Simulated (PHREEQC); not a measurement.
Dissolve 0.036 mol/kgw NH4HF2 and 0.04 mol/kgw H2SiF6 at 55 °C. Closed to the air; pH follows from the charge balance.

Computed with PHREEQC (ion-association model, wateq4f.dat).

| quantity | before | after |
|---|---|---|
| pH | 1.44 | 1.63 |
| ionic strength (mol/kgw) | 0.121 | 0.123 |
| HF (mol/kgw) | 0.0636 | 0.0903 |
| H2F2 (mol/kgw) | 0.00347 | 0.00699 |
| F- (mol/kgw) | 0.000918 | 0.00204 |
| HF2- (mol/kgw) | 0.000263 | 0.000831 |

Q: Which change was made?
(A) NH4HF2 from 0.036 to 0.072 mol/kgw
(B) NH4HF2 left out
(C) NH4HF2 from 0.036 to 0.054 mol/kgw
(D) temperature from 55 to 25 °C
(E) NH4HF2 replaced by NH4F at the same molality

A: C, NH4HF2 from 0.036 to 0.054 mol/kgw

Precipitation was switched off in this run. Constants without temperature data keep their 25 °C values here. SiF6-2 is the database's only silicon fluoride.
